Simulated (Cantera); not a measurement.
Charge: 1 mol Al, a varied amount of HCl, at 825 K and 56.0 mbar.

These are equilibrium values from Cantera (NASA tables, ideal gas, pure condensed phases), not measurements of a reactor. Candidate condensed phases: Al, AlCl3; 12 gas species. Kinetics and transport are ignored.

Task: At 6.6 mol HCl, list the 4 most abundant gas species with their mole fractions, and the condensed phases.

Result: HCl 0.592, H2 0.247, AlCl3 0.159, Al2Cl6 0.00276. Condensed: gas only.
